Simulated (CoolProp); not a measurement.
Saturation properties of fluorine (Tc = -128.7 °C, pc = 5.240 MPa, ω = 0.045).

Values from CoolProp's reference Helmholtz-energy equation of state, de Reuck 1990.

| T (°C) | p (MPa) | liquid density (kg/m³) | vapour density (kg/m³) | liquid cp (kJ/(kg K)) | surface tension (mN/m) |
|---|---|---|---|---|---|
| -190.35 | 0.07782 | 1517 | 4.423 | 1.504 | 14.1 |
| -187.35 | 0.1105 | 1496 | 6.110 | 1.513 | 13.3 |
| -184.25 | 0.1545 | 1474 | 8.327 | 1.525 | 12.4 |
| -181.15 | 0.2108 | 1452 | 11.10 | 1.539 | 11.6 |
| -178.15 | 0.2789 | 1429 | 14.41 | 1.554 | 10.8 |
| -175.05 | 0.3655 | 1405 | 18.55 | 1.573 | 9.96 |
| -171.95 | 0.4705 | 1380 | 23.53 | 1.594 | 9.15 |
| -168.95 | 0.5919 | 1356 | 29.26 | 1.619 | 8.38 |
| -165.85 | 0.7398 | 1329 | 36.25 | 1.648 | 7.60 |
| -162.75 | 0.9130 | 1302 | 44.48 | 1.684 | 6.84 |
| -159.75 | 1.107 | 1274 | 53.80 | 1.726 | 6.11 |
| -156.65 | 1.336 | 1244 | 65.07 | 1.779 | 5.37 |
| -153.55 | 1.598 | 1212 | 78.30 | 1.847 | 4.66 |

It boils at -188.1 °C under 1 atm.

Surface tension comes from a separate correlation (Mulero 2012).
